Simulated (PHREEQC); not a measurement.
Make-up at 20 °C: 2.3 mmol/kgw HBr, 2.1 mmol/kgw MgCl2 and 0.48 mmol/kgw MnSO4. Closed to the air; pH follows from the charge balance.

Computed with PHREEQC (Pitzer model, pitzer.dat).

Task: The ionic strength comes out as 0.0104 mol/kgw. What activity coefficients do Mg+2, SO4-2, Mn+2, Cl-, H+ get?

Result: Mg+2 0.66, SO4-2 0.59, Mn+2 0.65, Cl- 0.90, H+ 0.90. Single-ion values are on the MacInnes scale.

This is a speciation only: nothing precipitates in the calculation.
